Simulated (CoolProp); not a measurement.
Propylene along the isobar 19100 kPa: fugacity coefficient from the reference equation and from simpler models built on Tc = 364.2 K, pc = 4555 kPa, ω = 0.146; each cubic takes its own stable root.

The numbers come from the reference Helmholtz-energy equation of state, Lemmon 2013 in CoolProp.

```csv
T (K),phase,reference
206.5,liquid,0.004147
230.5,liquid,0.01251
254.4,liquid,0.02928
278.4,liquid,0.05740
302.4,liquid,0.09823
326.4,liquid,0.1515
350.3,liquid,0.2151
374.3,supercritical,0.2866
```

How far does each simpler model (Soave-Redlich-Kwong, Peng-Robinson) lie from the reference over these 8 states: mean and median of the absolute difference, and the worst?


- Soave-Redlich-Kwong: mean 5.4 %, median 5.6 %, worst +7.0 % at 374.3 K and 19100 kPa
- Peng-Robinson: mean 2.8 %, median 2.9 %, worst -3.6 % at 254.4 K and 19100 kPa
